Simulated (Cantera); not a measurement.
A Cantera script and what it prints.

```python
import numpy as np
import cantera as ct

gas_names = """
    C CN CO CO2 C2 CCN CNC C2N2 C2O C3 C3O2 C4 C4N2 C5 N NCO NO NO2 NO3 N2 N2O O O2 O3 Pb PbO Pb2
""".split()
cond_names = """
    C(gr) Pb(cr) Pb(L) PbO(rd) PbO(yw) PbO(L) PbO2(s) Pb3O4(s)
""".split()


def load(file, names, dense=False):
    # The tables refer to 1 bar. Condensed volumes are neglected.
    table = {s.name: s for s in ct.Species.list_from_file(file)}
    out = []
    for n in names:
        d = dict(table[n].input_data)
        d["thermo"] = dict(d["thermo"], **{"reference-pressure": 1e5})
        if dense:
            d["equation-of-state"] = {"model": "constant-volume", "density": "1e6 g/cm^3"}
        out.append(ct.Species.from_dict(d))
    return out


gas = ct.Solution(thermo="ideal-gas", species=load("nasa_gas.yaml", gas_names))
cond = {s.name: ct.Solution(thermo="fixed-stoichiometry", species=[s], name=s.name)
        for s in load("nasa_condensed.yaml", cond_names, dense=True)}
atoms = {
    'Pb': {'Pb': 1},
    'CO': {'C': 1, 'O': 1},
    'N2': {'N': 2},
}
top_T = {'C(gr)': 4500, 'Pb3O4(s)': 820}  # K; cautious upper limits of use, not melting points


def equilibrate(T, P, feed):
    n = {}
    for name, mol in feed.items():
        for a, k in atoms[name].items():
            n[a] = n.get(a, 0.0) + k * mol
    gas.TPX = T, P, n
    mass = sum(n.values()) * gas.mean_molecular_weight
    gas.equilibrate("TP")
    valid = [c for c in cond.values() if c.min_temp <= T <= top_T.get(c.name, c.max_temp)]
    mix = ct.Mixture([(gas, mass / gas.mean_molecular_weight)] + [(c, 0.0) for c in valid])
    mix.T, mix.P = T, P
    mix.equilibrate("TP", solver="vcs", rtol=1e-11, max_steps=5000)
    return mix


results = []
feed = {'Pb': 1, 'CO': 0.07, 'N2': 70}  # mol
P = 13332.2  # Pa
for T in [800, 900, 1000, 1100, 1200, 1300, 1400, 1500, 1600]:
    mix = equilibrate(T, P, feed)
    results.append((T, P, feed, dict(zip(mix.species_names, mix.species_moles))))
    x = sorted(zip(gas.X, gas.species_names), reverse=True)
    print(f"T = {T:g} K  P = {P:g} Pa  gas = {mix.phase_moles(0):.4g} mol")
    print("   x: " + "  ".join(f"{s} {v:.3e}" for v, s in x if v > 0.0001))
    print("   condensed (mol): " + ("  ".join(f"{mix.phase(i).name} {mix.phase_moles(i):.4g}"
          for i in range(1, mix.n_phases) if mix.phase_moles(i) > 1e-12) or "none"))
```

Output:

```
T = 800 K  P = 13332.2 Pa  gas = 70.07 mol
   x: N2 9.990e-01  CO 9.740e-04
   condensed (mol): C(gr) 0.0008752  Pb(L) 1
T = 900 K  P = 13332.2 Pa  gas = 70.07 mol
   x: N2 9.990e-01  CO 9.975e-04
   condensed (mol): C(gr) 5.19e-05  Pb(L) 0.9993
T = 1000 K  P = 13332.2 Pa  gas = 70.08 mol
   x: N2 9.989e-01  CO 9.987e-04  Pb 1.215e-04
   condensed (mol): C(gr) 5.287e-06  Pb(L) 0.9915
T = 1100 K  P = 13332.2 Pa  gas = 70.13 mol
   x: N2 9.981e-01  CO 9.981e-04  Pb 9.088e-04
   condensed (mol): C(gr) 8.221e-07  Pb(L) 0.9363
T = 1200 K  P = 13332.2 Pa  gas = 70.41 mol
   x: N2 9.942e-01  Pb 4.824e-03  CO 9.942e-04
   condensed (mol): C(gr) 1.745e-07  Pb(L) 0.6603
T = 1300 K  P = 13332.2 Pa  gas = 71.07 mol
   x: N2 9.849e-01  Pb 1.407e-02  CO 9.849e-04
   condensed (mol): C(gr) 3.734e-08
T = 1400 K  P = 13332.2 Pa  gas = 71.07 mol
   x: N2 9.849e-01  Pb 1.407e-02  CO 9.849e-04
   condensed (mol): none
T = 1500 K  P = 13332.2 Pa  gas = 71.07 mol
   x: N2 9.849e-01  Pb 1.407e-02  CO 9.849e-04
   condensed (mol): none
T = 1600 K  P = 13332.2 Pa  gas = 71.07 mol
   x: N2 9.849e-01  Pb 1.407e-02  CO 9.849e-04
   condensed (mol): none
```

Method: chemical equilibrium by Gibbs-energy minimisation in Cantera with the NASA 1993 tables (ideal gas, pure condensed phases).
